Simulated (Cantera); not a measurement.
A Cantera script and its output.

```python
import numpy as np
import cantera as ct

gas = ct.Solution("gri30.yaml")
gas.TPX = 1150, 49000, {'N2O': 1, 'H2': 0.015, 'N2': 0.69}
reactor = ct.IdealGasConstPressureReactor(gas, energy="off", clone=False)
net = ct.ReactorNet([reactor])
net.rtol, net.atol = 1e-08, 1e-18
show = ['N2O', 'H2', 'OH', 'O2', 'NO2']
times = np.geomspace(4e-06, 2, 15)

steps = ct.SolutionArray(gas, extra=["t"])
rows = []
print(f"{'t/s':>10s}{'T/K':>9s}{'P/Pa':>11s}" + "".join(f"{s:>11s}" for s in show))
for t in times:
    while net.time < t:
        t_next = net.step()
        steps.append(gas.state, t=t_next)
    rows.append([np.interp(t, steps.t, y) for y in (steps.T, steps.P, *steps(*show).X.T)])
    print(f"{t:10.3e}{rows[-1][0]:9.1f}{rows[-1][1]:11.4g}" + "".join(f"{x:11.3e}" for x in rows[-1][2:]))
rate = np.gradient(steps.T, steps.t)
print("integrator steps:", len(steps.t))
if steps.T.max() > steps.T[0] + 200:
    print(f"time of steepest temperature rise: {steps.t[rate.argmax()]:.4e} s")
gas.TPX = 1150, 49000, {'N2O': 1, 'H2': 0.015, 'N2': 0.69}
gas.equilibrate("TP")
print(f"equilibrium (TP): T = {gas.T:.1f} K  " + "  ".join(f"{s} {gas[s].X[0]:.3e}" for s in show))
```

It prints:

```
       t/s      T/K       P/Pa        N2O         H2         OH         O2        NO2
 4.000e-06   1150.0    4.9e+04  5.865e-01  8.798e-03  5.908e-09  8.846e-09  2.729e-17
 1.021e-05   1150.0    4.9e+04  5.865e-01  8.798e-03  3.812e-08  5.122e-08  9.448e-16
 2.607e-05   1150.0    4.9e+04  5.865e-01  8.797e-03  2.036e-07  2.551e-07  2.761e-14
 6.657e-05   1150.0    4.9e+04  5.865e-01  8.795e-03  7.930e-07  9.874e-07  9.008e-13
 1.700e-04   1150.0    4.9e+04  5.865e-01  8.779e-03  2.256e-06  3.006e-06  4.851e-11
 4.339e-04   1150.0    4.9e+04  5.864e-01  8.686e-03  5.141e-06  8.255e-06  2.644e-09
 1.108e-03   1150.0    4.9e+04  5.859e-01  8.227e-03  9.695e-06  2.298e-05  7.237e-08
 2.828e-03   1150.0    4.9e+04  5.841e-01  6.585e-03  1.362e-05  6.888e-05  4.582e-07
 7.221e-03   1150.0    4.9e+04  5.807e-01  3.590e-03  1.226e-05  1.969e-04  1.961e-06
 1.844e-02   1150.0    4.9e+04  5.773e-01  1.112e-03  8.165e-06  5.319e-04  9.866e-06
 4.707e-02   1150.0    4.9e+04  5.739e-01  1.703e-04  5.005e-06  1.388e-03  3.964e-05
 1.202e-01   1150.0    4.9e+04  5.676e-01  5.342e-06  4.310e-06  3.557e-03  9.744e-05
 3.068e-01   1150.0    4.9e+04  5.524e-01  8.146e-09  4.870e-06  8.974e-03  1.531e-04
 7.834e-01   1150.0    4.9e+04  5.160e-01  6.164e-09  5.318e-06  2.199e-02  1.862e-04
 2.000e+00   1150.0    4.9e+04  4.366e-01  5.515e-09  5.414e-06  5.050e-02  2.027e-04
integrator steps: 1815
equilibrium (TP): T = 1150.0 K  N2O 6.744e-09  H2 8.909e-11  OH 4.690e-07  O2 2.240e-01  NO2 2.109e-06
```

Detailed kinetics in Cantera: GRI-Mech 3.0 (53 species, 325 reactions). GRI-Mech 3.0 was tuned for natural gas; its chemistry of N2O as a main component is partial and can be far from experiment. The mechanism lacks the step 2 NO + O2 → 2 NO2, which can matter for NO2 below about 1400 K. The temperature is held fixed by assumption; the heat of reaction is taken as removed at once.
